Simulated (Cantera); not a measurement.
A closed system holds: 1 mol SiH₂Cl₂, 8.4 mol O₃, a varied amount of N₂, at 1127 °C and 14.0 Pa.

Equilibrium computed with Cantera from the NASA thermochemical tables; the gas is ideal and each condensed phase is pure. Candidate condensed phases: H₂O, NH₄Cl, Si, SiO₂, Si₂N₂O, Si₃N₄; 47 gas species. The tables hold silica as quartz up to 1696 K and as liquid above; real silica turns to tridymite and cristobalite and melts near 1996 K. The numbers say what is thermodynamically allowed, not how fast it happens.

log p: log10 of the partial pressure in bar; n: condensed amount in mol.

| n(N₂) (mol) | log p N₂ | log p O₂ | log p HCl | log p Cl | log p H₂O | log p NO | n SiO₂(β-quartz) |
|---|---|---|---|---|---|---|---|
| 1.2 | -4.95 | -3.97 | -4.87 | -5.29 | -5.59 | -7.21 | 1.00 |
| 2.2 | … | -4.00 | -4.90 | -5.32 | -5.61 | … | 1.00 |
| 3.8 | … | -4.04 | -4.94 | -5.35 | -5.65 | … | 1.00 |
| 6.5 | -4.35 | -4.10 | -5.01 | -5.40 | -5.70 | -6.97 | 1.00 |
| 11 | -4.21 | -4.19 | -5.10 | -5.48 | -5.78 | -6.95 | 1.00 |
| 20 | -4.08 | -4.32 | -5.24 | -5.60 | -5.90 | -6.95 | 1.00 |
| 34 | -4.00 | -4.48 | -5.40 | -5.73 | -6.03 | -6.99 | 1.00 |
| 60 | -3.94 | -4.66 | -5.60 | -5.89 | -6.20 | -7.05 | 1.00 |

Task: Complete the blanks.

Result: 
- 3.8, log p N₂: -4.52
- 3.8, log p NO: -7.03
- 2.2, log p N₂: -4.71
- 2.2, log p NO: -7.11
